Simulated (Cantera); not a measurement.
Mixture: 2.93 % C2H4, 17.6 % O2, 66.3 % N2, 13.2 % H2O, at 0.360 bar, adiabatic and at constant volume. Ignition delay is the time to a rise of 400 K.

Detailed kinetics in Cantera: GRI-Mech 3.0 (53 species, 325 reactions). GRI-Mech 3.0 was tuned for natural gas; its chemistry of ethylene as a main component is partial and can be far from experiment. Where the delays flatten at high temperature, the 400 K rule measures the pace of heat release, not the induction time.

Predict: delay at 1225 K; delay at 1375 K; delay at 1525 K; delay at 1675 K; apparent activation energy between 1600 and 1750 K.


| Quantity | Value |
|---|---|
| delay at 1225 K | 0.412 ms |
| delay at 1375 K | 0.162 ms |
| delay at 1525 K | 88.7 µs |
| delay at 1675 K | 55.4 µs |
| apparent activation energy between 1600 and 1750 K | 67 kJ/mol |
